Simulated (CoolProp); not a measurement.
Properties of octamethyltrisiloxane (MDM) along the isobar 0.101 MPa.

Values from CoolProp's reference Helmholtz-energy equation of state, Thol 2017.

| T (K) | phase | density (kg/m³) | cp (kJ/(kg K)) | speed of sound (m/s) | fugacity coefficient |
|---|---|---|---|---|---|
| 455.6 | gas | 6.682 | 1.846 | 120.8 | 0.9469 |
| 463.5 | gas | 6.542 | 1.864 | 122.3 | 0.9503 |
| 471.5 | gas | ? | 1.882 | 123.8 | ? |
| 479.5 | gas | 6.280 | 1.900 | 125.3 | 0.9563 |
| 487.4 | gas | 6.159 | ? | 126.6 | ? |
| 495.4 | gas | ? | 1.936 | 128.0 | 0.9613 |
| 503.3 | gas | 5.933 | ? | 129.3 | 0.9636 |
| 511.3 | gas | 5.826 | 1.970 | 130.7 | ? |
| 519.3 | gas | 5.724 | 1.987 | 131.9 | 0.9677 |
| 527.2 | gas | 5.627 | 2.004 | 133.2 | 0.9695 |
| 535.2 | gas | ? | 2.020 | 134.4 | 0.9712 |
| 543.2 | gas | 5.442 | 2.037 | 135.7 | 0.9728 |
| 551.1 | gas | 5.355 | 2.053 | 136.8 | 0.9742 |
| 559.1 | gas | 5.270 | 2.069 | 138.0 | 0.9756 |
| 567 | gas | 5.190 | 2.084 | 139.2 | 0.9769 |
| 575 | gas | 5.111 | 2.100 | 140.3 | 0.9781 |

Q: What belongs in the gaps?

A: 
- 471.5, density (kg/m³): 6.408
- 471.5, fugacity coefficient: 0.9534
- 487.4, cp (kJ/(kg K)): 1.918
- 487.4, fugacity coefficient: 0.9589
- 495.4, density (kg/m³): 6.043
- 503.3, cp (kJ/(kg K)): 1.953
- 511.3, fugacity coefficient: 0.9657
- 535.2, density (kg/m³): 5.533
